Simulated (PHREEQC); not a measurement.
**Copper plating or etch bath**

Consider water at 85 °C with 0.29 mol/kgw CuCl2 and 0.084 mol/kgw FeCl3. Closed to the air; pH follows from the charge balance.

All values are PHREEQC results (ion-association model, phreeqc.dat), not measurements.

This is a speciation only: nothing precipitates in the calculation.

Problem. What pH, density does the model give?

Solution. pH 1.88; density 1.012 g/cm³.

Problem. In which forms is Cu present?

Solution. CuCl+ 68 %, Cu+2 22 %, CuCl2 9.8 % of the Cu.

Examples of supersaturated solids here: Hematite (slow to form), Goethite (slow to form). Others may be too. Species that the database lacks are ignored. Away from 25 °C the constants follow the database's enthalpies or fits; those with neither stay at their 25 °C values.
